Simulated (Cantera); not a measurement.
A closed system holds: 1 mol acetone, 0.64 mol H2, at 548.15 K.

Cantera equilibrium calculation (NASA polynomials, part measured and part estimated; ideal gas, pure solids and liquids). Candidate condensed phases: C, C6H6, C7H8, C8H18, H2O; 110 gas species. The feed counts by its element totals alone. The ideal-gas law is rough above about 30 bar. The numbers say what is thermodynamically allowed, not how fast it happens.

x: gas mole fraction; n: condensed amount in mol.

```tsv
P (Pa)	x H2	x CH4	x H2O	x CO2	x CO	n C(graphite)
10	0.774	0.0269	0.129	0.0636	0.00641	2.63
100	…	…	…	…	…	…
1000	0.287	0.371	0.314	0.0272	0.000419	1.92
10000	0.107	0.511	0.357	0.0255	0.000128	1.68
100000	…	0.566	0.373	0.0252	…	1.60
1000000	0.0114	0.585	0.378	0.0251	1.27e-5	1.58
10000000	0.00362	0.591	0.380	0.0250	4.02e-6	1.57
```

Q: Fill in the missing entries.

A: 
- 100, x H2: 0.579
- 100, x CH4: 0.151
- 100, x H2O: 0.232
- 100, x CO2: 0.0364
- 100, x CO: 0.00153
- 100, n C(graphite): 2.38
- 100000, x H2: 0.0355
- 100000, x CO: 4.03e-5
